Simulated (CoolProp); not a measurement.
Values from CoolProp's reference Helmholtz-energy equation of state, de Reuck 1990.

### Question
For fluorine, give the phase and the cp (kJ/(kg K)), isothermal compressibility (1/MPa), expansivity (1/kK) at -103.55 °C and 59.3 bar.

### Answer
- -103.55 °C and 59.3 bar: supercritical; cp 1.41, isothermal compressibility 0.236, expansivity 15.1
